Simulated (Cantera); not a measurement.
Input: 1 mol Na2CO3, 0.89 mol SO2, 0.054 mol O2, held at 1875 K and 255 Torr.

Equilibrium computed with Cantera from the NASA thermochemical tables; the gas is ideal and each condensed phase is pure. Candidate condensed phases: C, Na, NaO2, Na2CO3, Na2O, Na2O2, Na2S, Na2SO4, S; 27 gas species. Kinetics and transport are ignored.

Base state: CO2 0.429, Na 0.374, SO2 0.132, CO 0.0564, Na2SO4 0.00665, SO 0.00178, Na2 0.000310, NaO 0.000216 (mole fractions); condensed: Na2SO4(l).

Q: What changes in the equilibrium state with this change: SO2 from 0.89 to 0.7 mol?

A: 
| species | before | after |
|---|---|---|
| CO2 | 0.429 | 0.476 |
| Na | 0.374 | 0.418 |
| SO2 | 0.132 | 0.0532 |
| CO | 0.0564 | 0.0445 |
| S2 | 1.51e-5 | 6.23e-7 |
| SO | 0.00178 | 0.000509 |
| O2 | 3.19e-5 | 6.32e-5 |
| Na2O | 4.49e-5 | 7.92e-5 |
| NaO | 0.000216 | 0.000341 |
| Na2SO4(l), mol | 0.600 | 0.584 |

Q: What changes in the equilibrium state with this change: SO2 from 0.89 to 0.77 mol?

A: 
| species | before | after |
|---|---|---|
| CO2 | 0.429 | 0.457 |
| Na | 0.374 | 0.401 |
| SO2 | 0.132 | 0.0830 |
| CO | 0.0564 | 0.0511 |
| S2 | 1.51e-5 | 3.09e-6 |
| SO | 0.00178 | 0.000949 |
| O2 | 3.19e-5 | 4.43e-5 |
| Na2O | 4.49e-5 | 6.07e-5 |
| Na2SO4(l), mol | 0.600 | 0.592 |
